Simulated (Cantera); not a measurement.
## Hydrocarbon pyrolysis for carbon deposition

A perfectly stirred reactor is fed with 17.9 % C2H6, 82.1 % N2, at 10.5 Torr; it is held at 1450 K, and followed from long to short residence time.

Cantera simulation using GRI-Mech 3.0 (53 species, 325 reactions); the numbers are that mechanism's predictions, not measurements. GRI-Mech 3.0 stops at C3 and has no aromatics, soot or wall deposition, so with more carbon than oxygen in the feed, carbon stays in small species such as C2H2 where larger ones or solid carbon would form. Radical loss at walls, strong at low pressure, is not modelled.

```tsv
τ (s)	x C2H6	x C2H4	x HCN	x C2H2	x H
24	5.16e-5	0.000593	5.62e-7	0.124	0.000105
6.4	0.000165	0.00136	4.17e-7	0.120	0.000126
1.7	0.000535	0.00362	2.85e-7	0.113	0.000148
0.47	0.00168	0.00948	1.89e-7	0.102	0.000169
0.13	0.00532	0.0228	1.25e-7	0.0835	0.000189
0.034	0.0177	0.0456	8.18e-8	0.0533	0.000200
0.0093	0.0521	0.0588	5.17e-8	0.0216	0.000184
0.0025	0.114	0.0376	2.84e-8	0.00366	0.000140
```
x: mole fraction; the columns are a selection and need not sum to one.
